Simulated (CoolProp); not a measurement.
A single-stage vapour-compression cycle with R142b: evaporating at 320.15 K (dew point), condensing at 357.15 K (bubble point), superheat 10 K, subcooling 2 K, compressor efficiency 0.75, no pressure losses. Each further row changes one setting.

The numbers come from the reference Helmholtz-energy equation of state, Lemmon 2006 in CoolProp. It is a short technical equation, of lower accuracy than the large ones.

```csv
case,cooling COP,pressure ratio,discharge temperature (K),refrigerating effect (kJ/kg),volumetric capacity (kJ/m³)
as stated,5.29,2.38,371.9,145,3840
evaporating temperature 325.15 K,6.35,?,?,149,4460
condensing temperature 352.15 K,6.33,2.14,366.5,153,4040
subcooling 7 K,5.57,2.38,371.9,153,4040
superheat 20 K,?,2.38,381.8,156,?
compressor efficiency 0.65,4.58,2.38,375.5,145,3840
```

Task: What belongs in the gaps?

Result: 
- evaporating temperature 325.15 K, pressure ratio: 2.09
- evaporating temperature 325.15 K, discharge temperature (K): 371.2
- superheat 20 K, cooling COP: 5.37
- superheat 20 K, volumetric capacity (kJ/m³): 3920
